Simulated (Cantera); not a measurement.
Charge: 1 mol C, 0.71 mol H2O, at 1548 K and 400000 Pa.

These are equilibrium values from Cantera (NASA tables, ideal gas, pure condensed phases), not measurements of a reactor. Candidate condensed phases: C, C6H6, C7H8, C8H18, H2O; 110 gas species. Rates play no part.

Base state: CO 0.500, H2 0.497, CH4 0.00202, H2O 0.00122, CO2 0.000440, H 1.08e-5 (mole fractions); condensed: C(graphite).

Question: What changes in the equilibrium state with this change: C replaced by CO?

Answer: 
```tsv
species	before	after
CO	0.500	0.402
H2O	0.00122	0.232
CO2	0.000440	0.183
H2	0.497	0.183
CH4	0.00202	4.27e-7
H	1.08e-5	6.59e-6
C(graphite), mol	0.289	0
```

Question: What changes in the equilibrium state with this change: pressure from 400000 Pa to 1330 Pa?

Answer: 
```
species             before     after
----------------  --------  --------
CO                   0.500     0.500
H2                   0.497     0.500
H                  1.08e-5  0.000189
CH4                0.00202   6.83e-6
H2O                0.00122   4.09e-6
CO2               0.000440   1.47e-6
C(graphite), mol     0.289     0.290
```
